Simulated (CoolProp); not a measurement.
Properties of R11 along the isotherm 500 K.

The numbers come from the reference Helmholtz-energy equation of state, Jacobsen 1992 in CoolProp.

| p (MPa) | phase | speed of sound (m/s) | Joule-Thomson coefficient (K/MPa) | conductivity (mW/(m K)) |
|---|---|---|---|---|
| 0.0209 | gas | 182.0 | 9.428 | 16.8 |
| 0.0326 | gas | 181.9 | 9.435 | 16.8 |
| 0.0507 | gas | 181.8 | 9.446 | 16.8 |
| 0.0789 | gas | 181.5 | 9.464 | 16.8 |
| 0.123 | gas | 181.1 | 9.491 | 16.8 |
| 0.191 | gas | 180.5 | 9.533 | 16.8 |
| 0.298 | gas | 179.5 | 9.600 | 16.9 |
| 0.464 | gas | 177.9 | 9.708 | 16.9 |
| 0.722 | gas | 175.4 | 9.882 | 17.0 |
| 1.12 | gas | 171.4 | 10.17 | 17.1 |
| 1.75 | gas | 164.7 | 10.68 | 17.4 |
| 2.73 | gas | 153.0 | 11.62 | 18.2 |
| 4.25 | gas | 131.5 | 13.42 | 21.3 |
| 6.61 | supercritical | 128.0 | 7.907 | 35.7 |

Thermal conductivity comes from a separate model (McLinden 2000), an estimate that may be off by 10 % or more.
